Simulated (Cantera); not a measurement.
A jet of CH₄ : O₂ : N₂ = 0.057 : 0.11 : 0.79 (molar parts) at 300 K and 0.0360 bar hits a platinum plate 2.7 cm away at a mass flux of 0.17 kg/m²/s; the plate temperature is set and raised in steps from an oxygen-covered start.

Computed with Cantera and Deutschmann's 1995 Pt surface mechanism with GRI-Mech 3.0 gas chemistry. Catalytic surfaces can have several steady states; this one follows from the mechanism file's or the stated starting coverage.

x: mole fraction at the wall; θ: surface coverage.

| plate T (K) | wall x CH₄ | wall x O₂ | wall x H₂O | wall x OH | wall x CO | wall x CO₂ | θ free Pt | θ O* |
|---|---|---|---|---|---|---|---|---|
| 900 | 0.0510 | 0.0965 | 0.0161 | 3.36e-8 | [?] | 0.0106 | 0.265 | 0.735 |
| 950 | 0.0457 | 0.0852 | 0.0260 | 1.14e-7 | [?] | 0.0171 | 0.347 | 0.652 |
| 1000 | 0.0400 | 0.0729 | 0.0366 | 3.33e-7 | [?] | 0.0241 | 0.433 | 0.566 |
| 1050 | 0.0345 | 0.0614 | 0.0467 | 8.33e-7 | [?] | 0.0308 | 0.519 | 0.480 |
| 1100 | 0.0299 | 0.0516 | 0.0552 | 1.85e-6 | [?] | 0.0365 | 0.602 | 0.397 |
| 1150 | 0.0262 | 0.0437 | 0.0619 | 3.72e-6 | [?] | 0.0410 | 0.680 | 0.320 |
| 1200 | 0.0233 | 0.0378 | 0.0670 | 6.85e-6 | [?] | 0.0444 | 0.748 | 0.252 |

### Question
What belongs in the gaps?

### Answer

- 900, wall x CO: 2.24e-5
- 950, wall x CO: 2.87e-5
- 1000, wall x CO: 3.54e-5
- 1050, wall x CO: 4.31e-5
- 1100, wall x CO: 5.25e-5
- 1150, wall x CO: 6.53e-5
- 1200, wall x CO: 8.33e-5
